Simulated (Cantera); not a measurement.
Input: 1 mol Cu2O, 14 mol CO, equilibrated at 1575 K and 2.63 Torr.

Method: chemical equilibrium by Gibbs-energy minimisation in Cantera with the NASA 1993 tables (ideal gas, pure condensed phases). Candidate condensed phases: C, Cu, CuO, Cu2O; 15 gas species. Rates play no part.

Base state: CO 0.921, CO2 0.0709, Cu 0.00781 (mole fractions); condensed: Cu(l).

### Question
What changes in the equilibrium state with this change: temperature from 1575 K to 2223 K?

### Answer
```json
[
 {"species": "CO", "before": "0.921", "after": "0.813"},
 {"species": "Cu", "before": "0.00781", "after": "0.125"},
 {"species": "CO2", "before": "0.0709", "after": "0.0618"},
 {"species": "O", "before": "3.36e-9", "after": "0.000479"},
 {"species": "O2", "before": "<1e-9", "after": "8.21e-5"},
 {"species": "Cu(l), mol", "before": "1.89", "after": "0"}
]
```
